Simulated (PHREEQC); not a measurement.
Make-up at 65 °C: 0.0043 mol ZnSO4, 0.0044 mol MgSO4, 0.092 mol HCl and 0.0039 mol Na2SO4 per kg of water. Closed to the air; pH follows from the charge balance.

Equilibrium calculation in PHREEQC: ion-association model, wateq4f.dat.

No solid was allowed to form.

Question: Order these S species by the share of S that they hold, largest first: MgSO4, ZnSO4, HSO4-, SO4-2, NaSO4-.

Answer: HSO4- (84 %), SO4-2 (11 %), MgSO4 (3.1 %), ZnSO4 (1.2 %), NaSO4- (0.18 %)

The pH is 1.18 and the ionic strength 0.112 mol/kgw. At this temperature some constants are extrapolated from 25 °C, and those without enthalpy data are left unchanged.
